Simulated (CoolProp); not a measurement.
R123 along the isobar 53.9 bar: fugacity coefficient from the reference equation and from simpler models built on Tc = 183.7 °C, pc = 36.62 bar, ω = 0.282; each cubic takes its own stable root.

The numbers come from the reference Helmholtz-energy equation of state, Younglove 1994 in CoolProp. It is a modified Benedict-Webb-Rubin equation, recast in Helmholtz form.

```
T (°C)          phase  reference
------  -------------  ---------
-82.05         liquid   2.534e-5
-54.35         liquid  0.0003094
-26.75         liquid   0.001940
0.85           liquid   0.007808
28.55          liquid    0.02305
56.15          liquid    0.05389
83.75          liquid     0.1061
111.45         liquid     0.1835
139.05         liquid     0.2850
166.65         liquid     0.4060
194.25  supercritical     0.5349
221.95  supercritical     0.6417
```

How far does each simpler model (van der Waals, Redlich-Kwong, Soave-Redlich-Kwong) lie from the reference over these 12 states: mean and median of the absolute difference, and the worst?


- van der Waals: mean 3622.3 %, median 185.0 %, worst +32650.6 % at -82.05 °C and 53.9 bar
- Redlich-Kwong: mean 100.1 %, median 50.5 %, worst +392.9 % at -82.05 °C and 53.9 bar
- Soave-Redlich-Kwong: mean 3.7 %, median 3.6 %, worst +9.3 % at -82.05 °C and 53.9 bar
